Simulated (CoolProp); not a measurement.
Vapour-liquid equilibrium of R152A (1) + isobutene (2) at 0.845 MPa; x and y are mole fractions of (1).

The numbers come from the multi-fluid Helmholtz-energy mixture model, Outcalt 1996 and Lemmon 2005; pair parameters Bell 2016 in CoolProp.

| x | bubble temperature, mixture model (K) | bubble temperature, Raoult's law (K) | y, mixture model | y, Raoult's law |
|---|---|---|---|---|
| 0.05 | 331.5 | 334.6 | 0.135 | 0.092 |
| 0.125 | 325.8 | 331.9 | 0.283 | 0.215 |
| 0.2 | 321.7 | 329.4 | 0.389 | 0.325 |
| 0.275 | 318.6 | 327.1 | 0.468 | 0.422 |
| 0.35 | 316.3 | 324.9 | 0.532 | 0.509 |
| 0.425 | 314.6 | 322.9 | 0.585 | 0.588 |
| 0.5 | 313.2 | 320.9 | 0.633 | 0.659 |
| 0.575 | 312.1 | 319.1 | 0.677 | 0.723 |
| 0.65 | 311.2 | 317.4 | 0.722 | 0.782 |
| 0.725 | 310.6 | 315.8 | 0.768 | 0.836 |
| 0.8 | 310.2 | 314.2 | 0.818 | 0.886 |
| 0.875 | 310.0 | 312.7 | 0.876 | 0.931 |
| 0.95 | 310.1 | 311.3 | 0.945 | 0.974 |

The largest gap from Raoult's law is -8.6 K in bubble temperature, at x = 0.35. y crosses x between x = 0.875 and 0.95: the model has an azeotrope there.

The pair parameters rest on a limited set of measurements; away from them the model extrapolates.
